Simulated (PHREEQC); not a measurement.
Solution (25 °C): 16 mmol/kgw HF, 1.9 mmol/kgw NH4HF2 and 0.17 mmol/kgw H4SiO4. It is in equilibrium with CO2 at log p = -3.4 (atm). Otherwise closed; pH follows from the charge balance.

Model: ion-association model, wateq4f.dat, run in PHREEQC.

```tsv
quantity	before	after
pH	2.61	2.60
ionic strength (mol/kgw)	0.00468	0.0229
HF (mol/kgw)	0.0135	0.0133
F- (mol/kgw)	0.00396	0.00414
H2F2 (mol/kgw)	0.000473	0.000461
HF2- (mol/kgw)	0.000205	0.000212
```

Problem. Which change was made?
(A) HF left out
(B) 0.018 mol/kgw NaCl added
(C) diluted 10-fold with water
(D) 0.013 mol/kgw NH4Cl added
(E) H4SiO4 left out

Solution. B, 0.018 mol/kgw NaCl added

Precipitation was switched off in this run. SiF6-2 is the database's only silicon fluoride.
